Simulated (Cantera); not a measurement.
Input: 1 mol Ta, 0.74 mol H₂O, equilibrated at 8.60 mbar.

Cantera equilibrium calculation (NASA polynomials, part measured and part estimated; ideal gas, pure solids and liquids). Candidate condensed phases: H₂O, Ta, Ta₂O₅; 12 gas species. Mutual solubility and eutectic melting of coexisting phases are not modelled. Condensed phases not in the tables: N, O or C dissolved in the metal. Equilibrium is a limit: real reactors are often held back by kinetics, nucleation or transport.

Over these rows the condensed part is Ta(s) + Ta₂O₅(s). Partial pressures as log10 of bar:

```json
[
 {"T (K)": "1000", "1000/T (1/K)": "1.0000", "log p H₂O": "-8.78", "log p H₂": "-2.07"},
 {"T (K)": "1200", "1000/T (1/K)": "0.8333", "log p H₂O": "-7.42", "log p H₂": "-2.07"},
 {"T (K)": "1400", "1000/T (1/K)": "0.7143", "log p H₂O": "-6.47", "log p H₂": "-2.07"},
 {"T (K)": "1600", "1000/T (1/K)": "0.6250", "log p H₂O": "-5.77", "log p H₂": "-2.07"},
 {"T (K)": "1800", "1000/T (1/K)": "0.5556", "log p H₂O": "-5.23", "log p H₂": "-2.07"},
 {"T (K)": "2000", "1000/T (1/K)": "0.5000", "log p H₂O": "?", "log p H₂": "-2.07"}
]
```

**Question.** Fit log p(H₂O) = a + b·(1000/T) to the five rows, give the apparent enthalpy, and predict the row at 2000 K.

**Answer.** Means: 1000/T = 0.7456, log p = -6.734. Sxy = -0.990946, Sxx = 0.1240347, so b = -7.99 and a = -6.734 − (-7.99)×0.7456 = -0.78.
Apparent enthalpy: −19.145 × (-7.99) = 153 kJ/mol. With the condensed phases at unit activity, 1/5 Ta₂O₅(s) + H₂(g) = H₂O(g) + 2/5 Ta(s) links this pressure to the main gases: over the six rows their terms move log p by +0.00 in all, so the slope is close to that reaction's ΔH°. The five rows lie within 0.02 of the line.
Prediction at 2000 K: -0.78 + (-7.99)×0.5000 = -4.78. The computed value is -4.81, 0.03 from the line.
